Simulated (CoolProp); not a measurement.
Vapour-liquid equilibrium of ethylene (1) + propylene (2) at 220.6 K; x and y are mole fractions of (1).

Values from CoolProp's multi-fluid Helmholtz-energy mixture model, Smukala 2000 and Lemmon 2013; pair parameters Bell 2016.

```json
[
 {"x": "0.05", "bubble pressure, mixture model (MPa)": "0.1248", "bubble pressure, Raoult's law (MPa)": "0.1253", "y, mixture model": "0.377", "y, Raoult's law": "0.390"},
 {"x": "0.15", "bubble pressure, mixture model (MPa)": "0.2140", "bubble pressure, Raoult's law (MPa)": "0.2148", "y, mixture model": "0.664", "y, Raoult's law": "0.681"},
 {"x": "0.25", "bubble pressure, mixture model (MPa)": "0.3031", "bubble pressure, Raoult's law (MPa)": "0.3044", "y, mixture model": "0.784", "y, Raoult's law": "0.802"},
 {"x": "0.35", "bubble pressure, mixture model (MPa)": "0.3915", "bubble pressure, Raoult's law (MPa)": "0.3940", "y, mixture model": "0.849", "y, Raoult's law": "0.867"},
 {"x": "0.45", "bubble pressure, mixture model (MPa)": "0.4789", "bubble pressure, Raoult's law (MPa)": "0.4835", "y, mixture model": "0.891", "y, Raoult's law": "0.908"},
 {"x": "0.55", "bubble pressure, mixture model (MPa)": "0.5655", "bubble pressure, Raoult's law (MPa)": "0.5731", "y, mixture model": "0.921", "y, Raoult's law": "0.937"},
 {"x": "0.65", "bubble pressure, mixture model (MPa)": "0.6520", "bubble pressure, Raoult's law (MPa)": "0.6626", "y, mixture model": "0.944", "y, Raoult's law": "0.957"},
 {"x": "0.75", "bubble pressure, mixture model (MPa)": "0.7396", "bubble pressure, Raoult's law (MPa)": "0.7522", "y, mixture model": "0.962", "y, Raoult's law": "0.973"},
 {"x": "0.85", "bubble pressure, mixture model (MPa)": "0.8299", "bubble pressure, Raoult's law (MPa)": "0.8417", "y, mixture model": "0.978", "y, Raoult's law": "0.986"},
 {"x": "0.95", "bubble pressure, mixture model (MPa)": "0.9255", "bubble pressure, Raoult's law (MPa)": "0.9313", "y, mixture model": "0.993", "y, Raoult's law": "0.996"}
]
```

The largest gap from Raoult's law is -1.7 % in bubble pressure, at x = 0.75. No azeotrope shows between x = 0.05 and 0.95.

Pair parameters are fitted to limited data, so mixtures are less certain than the pure fluids.
